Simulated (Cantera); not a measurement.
A freely propagating, adiabatic, planar premixed flame of CH₄ : C₂H₆ : O₂ : N₂ : H₂O = 1 : 0.29 : 3.01 : 11.3 : 4.4 (molar parts), unburnt at 475 K and 0.132 atm; mixture-averaged transport, grid criteria slope 0.08 and curve 0.16, no radiation.

Computed with Cantera and GRI-Mech 3.0 (53 species, 325 reactions). Burning velocities carry a grid error of a few per cent, more on coarse grids.

### Question
How do the results move with these cheaper or finer settings: unity-Lewis-number transport; multicomponent transport; multicomponent+Soret transport; grid criteria slope 0.5, curve 1; grid criteria slope 0.25, curve 0.5; grid criteria slope 0.03, curve 0.06?

### Answer
```csv
setting,laminar burning velocity,thermal thickness,peak x(HO₂),peak x(HCO),grid points
as above,63.5 cm/s,3.48 mm,8.40e-5,2.92e-5,159
unity-Lewis-number transport,43.8 cm/s,4.27 mm,5.92e-5,2.39e-5,145
multicomponent transport,64.3 cm/s,3.55 mm,8.45e-5,2.96e-5,160
multicomponent+Soret transport,63.7 cm/s,3.55 mm,8.61e-5,2.95e-5,160
"grid criteria slope 0.5, curve 1",68.7 cm/s,3.83 mm,8.20e-5,2.86e-5,51
"grid criteria slope 0.25, curve 0.5",66.5 cm/s,3.60 mm,8.35e-5,2.96e-5,73
"grid criteria slope 0.03, curve 0.06",62.5 cm/s,3.44 mm,8.40e-5,2.90e-5,341
```
The base run took about 50 core-seconds (a rough figure).
Unity Lewis numbers drop preferential diffusion, which matters most where H2 and H carry the flame; Soret adds thermal diffusion.
